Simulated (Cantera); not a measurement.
Cantera run:

```python
import numpy as np
import cantera as ct

gas_names = """
    N2 NO2 VO2
""".split()
cond_names = """
    V2O4(I) V2O4(II) V2O4(L) V(cr) V(L) V2O3(s) V2O3(L)
""".split()


# ... load() reads the species with a 1 bar reference pressure and builds the phases ...
species = {s.name: s for s in load("nasa_gas.yaml", gas_names) + load("nasa_condensed.yaml", cond_names)}
# Each term lists the table entries of one substance; the one whose range holds T is used.
reactions = {
    'V2O4 + N2(g) = 2 NO2(g) + 2 V':
        [(-1, ['V2O4(I)', 'V2O4(II)', 'V2O4(L)']), (-1, ['N2']), (2, ['NO2']), (2, ['V(cr)', 'V(L)'])],
    'N2(g) + 8 VO2(g) = 4 V2O3 + 2 NO2(g)':
        [(-1, ['N2']), (-8, ['VO2']), (4, ['V2O3(s)', 'V2O3(L)']), (2, ['NO2'])],
}


def pick(names, T):
    return next(species[n] for n in names if species[n].thermo.min_temp <= T <= species[n].thermo.max_temp)


results = []
for label, terms in reactions.items():
    print(label)
    print("     T/K   dH/kJ  dS/(J/K)   dG/kJ   log10 K")
    for T in [1048, 1098, 1148, 1198, 1248]:
        used = [(nu, pick(names, T)) for nu, names in terms]
        dH = sum(nu * s.thermo.h(T) for nu, s in used) / 1e6
        dS = sum(nu * s.thermo.s(T) for nu, s in used) / 1e3
        dG = dH - T * dS / 1e3
        logK = -dG * 1e6 / (ct.gas_constant * T * np.log(10))
        results.append((label, T, dH, dS, dG, logK, [s.name for _, s in used]))
        print(f"{T:8g} {dH:8.1f} {dS:8.1f} {dG:8.1f} {logK:8.2f}")
```

Result:

```
V2O4 + N2(g) = 2 NO2(g) + 2 V
     T/K   dH/kJ  dS/(J/K)   dG/kJ   log10 K
    1048   1464.7    180.0   1276.1   -63.60
    1098   1463.4    178.8   1267.1   -60.28
    1148   1462.0    177.6   1258.2   -57.25
    1198   1460.7    176.5   1249.3   -54.47
    1248   1459.4    175.4   1240.5   -51.92
N2(g) + 8 VO2(g) = 4 V2O3 + 2 NO2(g)
     T/K   dH/kJ  dS/(J/K)   dG/kJ   log10 K
    1048  -2828.0  -1250.4  -1517.5    75.63
    1098  -2818.6  -1241.8  -1455.2    69.23
    1148  -2809.1  -1233.2  -1393.3    63.40
    1198  -2799.2  -1224.8  -1331.9    58.07
    1248  -2789.1  -1216.6  -1270.8    53.19
```

Source: NASA polynomial tables (part measured, part estimated), evaluated in Cantera. Condensed species are held in their standard states even where they would react or evaporate.
